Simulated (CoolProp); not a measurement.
Vapour-liquid equilibrium of CH2F2 (R32) (1) + R123 (2) at -23.75 °C; x and y are mole fractions of (1).

The numbers come from the multi-fluid Helmholtz-energy mixture model, Tillner-Roth 1997 and Younglove 1994; pair parameters Bell 2016 in CoolProp.

Give the bubble pressure and the first vapour's composition at x = 0.05, 0.8, 0.95. Is there an azeotrope?

x = 0.05: 0.03640 MPa, y = 0.741; x = 0.8: 0.2902 MPa, y = 0.987; x = 0.95: 0.3342 MPa, y = 0.996. No azeotrope shows between x = 0.05 and 0.95.

The pair parameters rest on a limited set of measurements; away from them the model extrapolates.
